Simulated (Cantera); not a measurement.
A Cantera script and its output.

```python
import numpy as np
import cantera as ct

gas = ct.Solution("h2o2.yaml")
gas.TPX = 650, 39000, {'H2': 1, 'O2': 0.893, 'N2': 3.36}
flame = ct.FreeFlame(gas, width=0.077)
flame.set_refine_criteria(ratio=3, slope=0.08, curve=0.16)
flame.transport_model = "mixture-averaged"
flame.solve(loglevel=0, auto=True)
z, T = flame.grid, flame.T
thick = (T[-1] - T[0]) / np.gradient(T, z).max()
show = ['H2', 'O2', 'H', 'H2O', 'H2O2', 'HO2']
print(f"laminar burning velocity  {flame.velocity[0] * 100:.3f} cm/s")
print(f"burnt temperature         {T[-1]:.1f} K")
print(f"thermal thickness         {thick * 1e3:.4f} mm")
print(f"grid points               {len(z)}")
z0 = z[flame.heat_release_rate.argmax()]
print(f"{'z/mm':>9s}{'T/K':>9s}{'u/(m/s)':>9s}" + "".join(f"{s:>11s}" for s in show))
rows = []
for k in (-3, -2, -1.5, -1, -0.5, -0.25, 0, 0.25, 0.5, 1, 2, 4, 8):
    zz = z0 + k * thick
    rows.append([k * thick, np.interp(zz, z, T), np.interp(zz, z, flame.velocity),
                 *(np.interp(zz, z, flame.X[gas.species_index(s)]) for s in show)])
    print(f"{rows[-1][0] * 1e3:9.3f}{rows[-1][1]:9.1f}{rows[-1][2]:9.3f}" + "".join(f"{x:11.3e}" for x in rows[-1][3:]))
```

Output:

```
laminar burning velocity  515.168 cm/s
burnt temperature         2035.8 K
thermal thickness         1.5372 mm
grid points               126
     z/mm      T/K  u/(m/s)         H2         O2          H        H2O       H2O2        HO2
   -4.612    650.0    5.152  1.904e-01  1.700e-01  8.266e-15  3.130e-13  9.705e-16  1.973e-12
   -3.074    650.0    5.152  1.904e-01  1.700e-01  7.045e-12  4.739e-11  8.356e-14  3.368e-10
   -2.306    650.0    5.152  1.904e-01  1.700e-01  1.025e-09  2.190e-09  5.825e-12  1.614e-08
   -1.537    650.0    5.151  1.903e-01  1.700e-01  4.230e-07  6.095e-07  3.223e-09  2.311e-06
   -0.769    668.4    5.272  1.851e-01  1.702e-01  3.133e-04  1.319e-03  2.476e-06  1.204e-04
   -0.384    811.6    6.290  1.575e-01  1.664e-01  4.859e-03  1.607e-02  3.778e-06  8.527e-05
    0.000   1132.4    8.551  7.997e-02  1.358e-01  2.350e-02  8.219e-02  3.105e-06  4.702e-05
    0.384   1385.8   10.358  2.506e-02  9.660e-02  3.118e-02  1.484e-01  2.598e-06  2.808e-05
    0.769   1515.5   11.262  1.523e-02  8.659e-02  2.592e-02  1.657e-01  1.562e-06  2.114e-05
    1.537   1651.0   12.172  1.248e-02  8.337e-02  1.732e-02  1.751e-01  8.085e-07  1.584e-05
    3.074   1778.7   13.002  9.608e-03  8.179e-02  9.782e-03  1.840e-01  4.238e-07  1.121e-05
    6.149   1884.7   13.674  6.299e-03  8.115e-02  4.522e-03  1.923e-01  2.419e-07  7.169e-06
   12.298   1961.3   14.152  3.386e-03  8.129e-02  1.624e-03  1.991e-01  1.477e-07  4.107e-06
```

Computed with Cantera and the H2/O2 subset of GRI-Mech 3.0, which has no nitrogen chemistry. Burning velocities carry a grid error of a few per cent, more on coarse grids. Lean hydrogen flames are cellular in practice and burn faster than this planar one.
